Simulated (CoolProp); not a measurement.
Vapour-liquid equilibrium of n-pentane (1) + benzene (2) at 40.6 kPa; x and y are mole fractions of (1).

Computed with CoolProp (multi-fluid Helmholtz-energy mixture model, Thol 2019 and Thol 2012; pair parameters Bell 2016).

Question: Give the bubble temperature and the first vapour's composition at x = 0.25, 0.35, 0.95. Is there an azeotrope?

Answer: x = 0.25: 302.5 K, y = 0.695; x = 0.35: 298.5 K, y = 0.769; x = 0.95: 285.7 K, y = 0.984. No azeotrope shows between x = 0.05 and 0.95.

The pair parameters rest on a limited set of measurements; away from them the model extrapolates.
